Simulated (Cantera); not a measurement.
# Equilibrium for silicon etching in halogen gases: Si + HCl + H2

Feed: 1 mol Si, 2.1 mol HCl, 43 mol H2, equilibrated at 1773 K and 0.0133 bar.

Cantera equilibrium calculation (NASA polynomials, part measured and part estimated; ideal gas, pure solids and liquids). Candidate condensed phases: Si; 19 gas species. The tables' values for SiCl, SiCl3 are old estimates; treat these amounts as uncertain. Gases not in the tables: Si2H6 and higher silanes. Rates play no part.

- x(H2): 0.956
- x(HCl): 0.0371
- x(SiCl2): 0.00462
- x(H): 0.00241
- x(Si): 0.000160
- x(Cl): 7.18e-5
- x(SiCl): 7.13e-5
- x(SiH2): 2.36e-5
- x(SiH): 2.23e-5
- n(Si(l)): 0.778 mol
- gas amount: 45.17 mol
